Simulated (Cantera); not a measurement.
What does this Cantera script print?

```python
import numpy as np
import cantera as ct

gas = ct.Solution("gri30.yaml")
gas.TPX = 900, 15000, {'H2': 0.55, 'O2': 1, 'N2': 3.8}
inlet = ct.Reservoir(gas, clone=True)

reactor = ct.IdealGasConstPressureReactor(gas, energy="off", clone=False)
exhaust = ct.Reservoir(gas, clone=True)
tau = [7, 2.4, 0.84, 0.29, 0.1, 0.035, 0.012, 0.0043, 0.0015, 0.00052, 0.00018][0]
for a, b in ((inlet, reactor), (reactor, exhaust)):
    ct.MassFlowController(a, b, mdot=lambda t: reactor.mass / tau)
net = ct.ReactorNet([reactor])
show = ['H2', 'O2', 'NO', 'OH', 'NO2', 'N2O']

rows = []
print(f"{'tau/s':>10s}{'T/K':>9s}" + "".join(f"{s:>11s}" for s in show))
for tau in [7, 2.4, 0.84, 0.29, 0.1, 0.035, 0.012, 0.0043, 0.0015, 0.00052, 0.00018]:
    net.initial_time = 0.0
    net.advance(30 * tau)
    before = gas.X
    net.advance(40 * tau)
    drift = np.max(np.abs(gas.X - before) / (gas.X + 1e-9))
    rows.append([gas.T, *gas[show].X, drift])
    print(f"{tau:10.3e}{gas.T:9.1f}" + "".join(f"{x:11.3e}" for x in gas[show].X))
```

It prints:

```
     tau/s      T/K         H2         O2         NO         OH        NO2        N2O
 7.000e+00    900.0  1.636e-03  1.435e-01  9.101e-10  4.692e-06  2.072e-10  4.574e-08
 2.400e+00    900.0  2.302e-03  1.438e-01  1.451e-09  9.663e-06  1.474e-10  3.624e-08
 8.400e-01    900.0  3.324e-03  1.442e-01  2.684e-09  1.898e-05  1.221e-10  2.748e-08
 2.900e-01    900.0  4.959e-03  1.449e-01  5.190e-09  3.643e-05  1.028e-10  1.973e-08
 1.000e-01    900.0  7.564e-03  1.460e-01  9.784e-09  6.787e-05  8.238e-11  1.346e-08
 3.500e-02    900.0  1.163e-02  1.477e-01  1.741e-08  1.214e-04  6.187e-11  8.815e-09
 1.200e-02    900.0  1.816e-02  1.504e-01  2.931e-08  2.112e-04  4.301e-11  5.458e-09
 4.300e-03    900.0  2.775e-02  1.545e-01  4.400e-08  3.405e-04  2.827e-11  3.275e-09
 1.500e-03    900.0  4.242e-02  1.608e-01  5.559e-08  5.043e-04  1.656e-11  1.787e-09
 5.200e-04    900.0  6.385e-02  1.701e-01  4.352e-08  5.934e-04  7.431e-12  7.954e-10
 1.800e-04    900.0  9.313e-02  1.827e-01  4.116e-09  2.648e-04  9.965e-13  1.372e-10
```

Computed with Cantera and GRI-Mech 3.0 (53 species, 325 reactions). Below about 950 K walls govern HO2 and H2O2 in real vessels. The temperature is held fixed by assumption; the heat of reaction is taken as removed at once.
